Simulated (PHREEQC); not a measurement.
Dissolve 1.2 mmol/kgw HCl, 1.5 mmol/kgw Al2(SO4)3 and 0.12 mmol/kgw MgSO4 at 20 °C. Closed to the air; pH follows from the charge balance.

All values are PHREEQC results (ion-association model, wateq4f.dat), not measurements.

Task: The ionic strength comes out as 0.0112 mol/kgw. What activity coefficients do Cl-, SO4-2, Al(SO4)2-, HSO4-, Mg+2 get?

Result: Cl- 0.90, SO4-2 0.66, Al(SO4)2- 0.90, HSO4- 0.90, Mg+2 0.66.

Precipitation was switched off in this run. Species that the database lacks are ignored.
